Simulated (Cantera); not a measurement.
A closed system holds: 1 mol Fe(CO)5, 34 mol N2, at 975 K and 1000 Pa.

Equilibrium computed with Cantera from the NASA thermochemical tables; the gas is ideal and each condensed phase is pure. Candidate condensed phases: C, Fe, Fe(CO)5, FeO, Fe2O3, Fe3O4; 27 gas species. Condensed phases not in the tables: cementite and carbon dissolved in iron. Equilibrium is a limit: real reactors are often held back by kinetics, nucleation or transport.

Base state: N2 0.872, CO 0.128, CO2 0.000157 (mole fractions); condensed: C(graphite) + Fe(α).

### Question
What changes in the equilibrium state with this change: Fe(CO)5 replaced by Pb?

### Answer
| species | before | after |
|---|---|---|
| N2 | 0.872 | 0.999 |
| Pb | 0 | 0.000917 |
| CO | 0.128 | 0 |
| CO2 | 0.000157 | 0 |
| C(graphite), mol | 0.00613 | 0 |
| Fe(α), mol | 1.00 | 0 |
| Pb(l), mol | 0 | 0.969 |
Further candidate phases: Pb.
